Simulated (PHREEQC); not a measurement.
Make-up at 85 °C: 0.23 mol/kgw Mn(NO3)2. Closed to the air; pH follows from the charge balance.

All values are PHREEQC results (ion-association model, wateq4f.dat), not measurements.

| quantity | before | after |
|---|---|---|
| Mn(NO3)2 (mol/kgw) | 0.00797 | 0.000210 |
| MnOH+ (mol/kgw) | 1.18e-5 | 6.13e-6 |

Task: Which change was made?
A) Mn(NO3)2 from 0.23 to 0.46 mol/kgw
B) diluted 2-fold with water
C) temperature from 85 to 90 °C
D) diluted 5-fold with water

Result: D, diluted 5-fold with water

No solid was allowed to form. Away from 25 °C the constants follow the database's enthalpies or fits; those with neither stay at their 25 °C values.
